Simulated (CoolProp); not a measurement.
Vapour-liquid equilibrium of n-pentane (1) + cyclohexane (2) at 160.15 °C; x and y are mole fractions of (1).

Computed with CoolProp (multi-fluid Helmholtz-energy mixture model, Thol 2019 and Zhou 2014; pair parameters Bell 2016).

```csv
x,bubble pressure (MPa),y at the bubble point,dew pressure at overall composition x (MPa),liquid density (mol/L)
0.05,0.7357,0.116,0.6996,7.452
0.15,0.8559,0.297,0.7560,7.346
0.25,0.9735,0.435,0.8215,7.235
0.35,1.090,0.545,0.8981,7.117
0.45,1.206,0.637,0.9884,6.992
0.55,1.322,0.716,1.096,6.859
0.65,1.441,0.787,1.224,6.715
0.75,1.563,0.852,1.377,6.559
0.85,1.690,0.913,1.560,6.387
0.95,1.824,0.971,1.775,6.195
```

No azeotrope shows between x = 0.05 and 0.95.

The pair parameters rest on a limited set of measurements; away from them the model extrapolates.
